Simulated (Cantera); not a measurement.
Feed: 1 mol TiO2, 3.7 mol CH4, 0.95 mol H2, held at 1600 °C and 0.133 bar.

Equilibrium computed with Cantera from the NASA thermochemical tables; the gas is ideal and each condensed phase is pure. Candidate condensed phases: C, C6H6, C7H8, C8H18, H2O, Ti, TiC, TiO, TiO2, Ti2O3, Ti3O5, Ti4O7; 113 gas species. TiC: taken at fixed stoichiometry. Rates play no part.

Base state: H2 0.805, CO 0.193, H 0.00159, C2H2 (acetylene) 0.000252, CH4 5.26e-5 (mole fractions); condensed: C(graphite) + TiC(s).

Question: What changes in the equilibrium state with this change: temperature from 1600 °C to 1202 °C?

Answer: 
| species | before | after |
|---|---|---|
| H2 | 0.805 | 0.806 |
| CO | 0.193 | 0.193 |
| CH4 | 5.26e-5 | 0.000252 |
| H | 0.00159 | 3.19e-5 |
| C2H2 (acetylene) | 0.000252 | 5.38e-6 |
| H2O | 4.17e-6 | 4.29e-5 |
| C(graphite), mol | 0.694 | 0.698 |
| TiC(s), mol | 1.00 | 1.00 |
